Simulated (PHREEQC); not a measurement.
## Polishing slurry liquid (model solution)

Consider water at 32 °C with 0.05 mol/kgw KOH, 0.084 mol/kgw KNO3 and 0.00075 mol/kgw H3BO3. It is in equilibrium with CO2 at log p = -1 (atm). Otherwise closed; pH follows from the charge balance.

All values are PHREEQC results (ion-association model, phreeqc.dat), not measurements.

This is a speciation only: nothing precipitates in the calculation.

Q: Predict the pH, specific conductance, ionic strength.

A: pH 7.45; specific conductance 17100 µS/cm; ionic strength 0.134 mol/kgw.

Q: In which forms is C present?

A: HCO3- 94 %, CO2 5.2 % of the C.
